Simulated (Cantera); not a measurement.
An isothermal, constant-pressure homogeneous reactor starts with H2 : O2 = 0.09 : 1 (molar parts), equivalence ratio 0.045, at 1050 K and 2900 Pa.

Cantera simulation using the H2/O2 subset of GRI-Mech 3.0, which has no nitrogen chemistry; the numbers are that mechanism's predictions, not measurements. Radical loss at walls, strong at low pressure, is not modelled. The temperature is held fixed by assumption; the heat of reaction is taken as removed at once.

x: mole fraction; the columns are a selection and need not sum to one.

| t (s) | x H2 | x O2 | x O | x HO2 | x H2O2 | x H | x OH |
|---|---|---|---|---|---|---|---|
| 0.000400 | 0.0826 | 0.917 | 2.12e-8 | 3.00e-9 | 1.73e-12 | 1.84e-8 | 1.05e-8 |
| 0.00172 | 0.0492 | 0.898 | 0.0111 | 1.37e-5 | 7.23e-7 | 0.0124 | 0.00413 |
| 0.00739 | 0.000639 | 0.906 | 0.00684 | 1.33e-5 | 3.97e-7 | 0.00173 | 0.00140 |
| 0.0317 | 3.40e-5 | 0.913 | 0.000379 | 3.38e-6 | 2.40e-7 | 2.03e-5 | 0.000298 |
| 0.136 | ? | 0.914 | ? | ? | ? | ? | ? |
| 0.586 | 1.63e-7 | 0.914 | 2.67e-6 | 5.88e-8 | 2.07e-8 | 1.21e-8 | 2.54e-5 |
| 2.52 | 2.32e-8 | 0.914 | 4.28e-7 | 1.04e-8 | 5.18e-9 | 7.75e-10 | 1.01e-5 |
| 10.8 | 4.27e-9 | 0.914 | 8.30e-8 | 2.53e-9 | 1.27e-9 | 6.61e-11 | 4.46e-6 |
| 46.5 | 9.03e-10 | 0.914 | 1.80e-8 | 1.48e-9 | 3.10e-10 | 6.67e-12 | 2.07e-6 |
| 200 | 2.58e-10 | 0.914 | ? | ? | 9.56e-11 | 1.03e-12 | ? |

Question: Complete the blanks.

Answer: 
- 0.136, x H2: 1.84e-6
- 0.136, x O: 2.43e-5
- 0.136, x HO2: 4.32e-7
- 0.136, x H2O2: 7.92e-8
- 0.136, x H: 3.32e-7
- 0.136, x OH: 7.63e-5
- 200, x O: 5.11e-9
- 200, x HO2: 2.03e-9
- 200, x OH: 1.11e-6
